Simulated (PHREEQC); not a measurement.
## Phosphoric acid bath: an equilibrium model

A solution holds 2.52 mmol/kgw KH2PO4, 12 mmol/kgw HNO3 and 0.00053 mmol/kgw H4SiO4, at 58 °C. Closed to the air; pH follows from the charge balance.

All values are PHREEQC results (ion-association model, phreeqc.dat), not measurements.

| Quantity | Value |
|---|---|
| pH | 2.03 |
| ionic strength | 0.0129 mol/kgw |
| specific conductance | 8020 µS/cm |
| total alkalinity | -12.0 meq/kg |

```csv
species,molality,activity,log γ
NO3-,0.0120,0.0106,-0.055
H+,0.0104,0.00935,-0.046
K+,0.00252,0.00222,-0.054
H3PO4,0.00160,0.00161,0.001
H2PO4-,0.000920,0.000818,-0.051
H4SiO4,5.30e-7,5.32e-7,0.001
HPO4-2,1.03e-8,6.41e-9,-0.208
```

This is a speciation only: nothing precipitates in the calculation. Constants without temperature data keep their 25 °C values here.
